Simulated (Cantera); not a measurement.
Cantera run, input and output.

```python
import numpy as np
import cantera as ct

gas = ct.Solution("gri30.yaml")
gas.TPX = 1125, 1300, {'H2': 0.095, 'O2': 1}
inlet = ct.Reservoir(gas, clone=True)

reactor = ct.IdealGasConstPressureReactor(gas, energy="off", clone=False)
exhaust = ct.Reservoir(gas, clone=True)
tau = [11, 4, 1.4, 0.5, 0.18, 0.063, 0.022, 0.0079, 0.0028, 0.001, 0.00035][0]
for a, b in ((inlet, reactor), (reactor, exhaust)):
    ct.MassFlowController(a, b, mdot=lambda t: reactor.mass / tau)
net = ct.ReactorNet([reactor])
show = ['H2', 'O2', 'H2O', 'HO2', 'OH', 'H']

rows = []
print(f"{'tau/s':>10s}{'T/K':>9s}" + "".join(f"{s:>11s}" for s in show))
for tau in [11, 4, 1.4, 0.5, 0.18, 0.063, 0.022, 0.0079, 0.0028, 0.001, 0.00035]:
    net.initial_time = 0.0
    net.advance(30 * tau)
    before = gas.X
    net.advance(40 * tau)
    drift = np.max(np.abs(gas.X - before) / (gas.X + 1e-9))
    rows.append([gas.T, *gas[show].X, drift])
    print(f"{tau:10.3e}{gas.T:9.1f}" + "".join(f"{x:11.3e}" for x in gas[show].X))
```

Result:

```
     tau/s      T/K         H2         O2        H2O        HO2         OH          H
 1.100e+01   1125.0  8.156e-05  9.086e-01  9.031e-02  1.265e-06  4.814e-04  2.869e-05
 4.000e+00   1125.0  1.529e-04  9.080e-01  9.009e-02  1.902e-06  6.762e-04  7.851e-05
 1.400e+00   1125.0  2.899e-04  9.068e-01  8.967e-02  2.743e-06  9.631e-04  2.213e-04
 5.000e-01   1125.0  5.367e-04  9.046e-01  8.890e-02  3.697e-06  1.362e-03  6.016e-04
 1.800e-01   1125.0  9.785e-04  9.008e-01  8.744e-02  4.677e-06  1.912e-03  1.572e-03
 6.300e-02   1125.0  1.795e-03  8.940e-01  8.459e-02  5.569e-06  2.669e-03  3.941e-03
 2.200e-02   1125.0  3.274e-03  8.841e-01  7.953e-02  6.186e-06  3.610e-03  8.643e-03
 7.900e-03   1125.0  5.964e-03  8.747e-01  7.226e-02  6.454e-06  4.643e-03  1.501e-02
 2.800e-03   1125.0  1.159e-02  8.707e-01  6.272e-02  6.437e-06  5.742e-03  2.031e-02
 1.000e-03   1125.0  2.383e-02  8.752e-01  4.945e-02  6.074e-06  6.527e-03  2.081e-02
 3.500e-04   1125.0  4.995e-02  8.902e-01  2.758e-02  5.045e-06  5.473e-03  1.305e-02
```

Cantera simulation using GRI-Mech 3.0 (53 species, 325 reactions); the numbers are that mechanism's predictions, not measurements. Radical loss at walls, strong at low pressure, is not modelled. The temperature is held fixed by assumption; the heat of reaction is taken as removed at once.
